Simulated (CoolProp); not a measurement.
Vapour-liquid equilibrium of R125 (1) + R236FA (2) at 312.4 K; x and y are mole fractions of (1).

Values from CoolProp's multi-fluid Helmholtz-energy mixture model, Lemmon 2005 and Pan 2012; pair parameters Bell 2016.

```json
[
 {"x": "0.05", "bubble pressure (bar)": "…", "y at the bubble point": "0.158", "dew pressure at overall composition x (bar)": "4.458", "liquid density (mol/L)": "…"},
 {"x": "0.15", "bubble pressure (bar)": "6.248", "y at the bubble point": "0.380", "dew pressure at overall composition x (bar)": "4.887", "liquid density (mol/L)": "…"},
 {"x": "0.25", "bubble pressure (bar)": "7.608", "y at the bubble point": "0.530", "dew pressure at overall composition x (bar)": "5.402", "liquid density (mol/L)": "8.878"},
 {"x": "0.35", "bubble pressure (bar)": "…", "y at the bubble point": "0.639", "dew pressure at overall composition x (bar)": "6.033", "liquid density (mol/L)": "…"},
 {"x": "0.45", "bubble pressure (bar)": "10.45", "y at the bubble point": "0.723", "dew pressure at overall composition x (bar)": "6.822", "liquid density (mol/L)": "…"},
 {"x": "0.55", "bubble pressure (bar)": "11.94", "y at the bubble point": "0.790", "dew pressure at overall composition x (bar)": "…", "liquid density (mol/L)": "9.136"},
 {"x": "0.65", "bubble pressure (bar)": "13.49", "y at the bubble point": "0.846", "dew pressure at overall composition x (bar)": "9.173", "liquid density (mol/L)": "9.192"},
 {"x": "0.75", "bubble pressure (bar)": "15.13", "y at the bubble point": "0.895", "dew pressure at overall composition x (bar)": "11.01", "liquid density (mol/L)": "9.225"},
 {"x": "0.85", "bubble pressure (bar)": "…", "y at the bubble point": "0.939", "dew pressure at overall composition x (bar)": "13.60", "liquid density (mol/L)": "9.222"},
 {"x": "0.95", "bubble pressure (bar)": "18.73", "y at the bubble point": "0.980", "dew pressure at overall composition x (bar)": "17.34", "liquid density (mol/L)": "9.170"}
]
```

Complete the blanks.


- 0.05, bubble pressure (bar): 4.922
- 0.05, liquid density (mol/L): 8.667
- 0.15, liquid density (mol/L): 8.775
- 0.35, bubble pressure (bar): 9.005
- 0.35, liquid density (mol/L): 8.974
- 0.45, liquid density (mol/L): 9.061
- 0.55, dew pressure at overall composition x (bar): 7.834
- 0.85, bubble pressure (bar): 16.86

No azeotrope shows between x = 0.05 and 0.95.

Pair parameters are fitted to limited data, so mixtures are less certain than the pure fluids.
